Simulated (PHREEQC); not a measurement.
A PHREEQC input (ion-association model, phreeqc.dat):

```
SOLUTION 1
  temp 25
  units mg/L
  pH 6.69
  pe 2.6
  Na 3740
  K 90.8
  Ca 118
  Mg 97.8
  Cl 6550
  S(6) 188 as SO4
  Alkalinity 0.102 as HCO3
  Ba 2.75
  Zn 2.14
END
USE solution 1
EQUILIBRIUM-PHASES 1
  CO2(g) -2.5 10
END
```

The run finishes with these warnings:
```
WARNING: Unknown input, no keyword has been specified.
WARNING: 	  CO2(g) -2.5 10
```

Its last state differs from that of the intended input:

```tsv
quantity	as run	intended
pH	6.69	5.18
CO2 (mol/kgw)	4.95e-7	0.000103
HCO3- (mol/kgw)	1.50e-6	9.59e-6
NaHCO3 (mol/kgw)	7.41e-8	4.75e-7
HSO4- (mol/kgw)	1.12e-8	3.64e-7
MgHCO3+ (mol/kgw)	2.47e-8	1.58e-7
```

The fault: the keyword misspelt. The line should read `EQUILIBRIUM_PHASES 1` where the input has `EQUILIBRIUM-PHASES 1`.
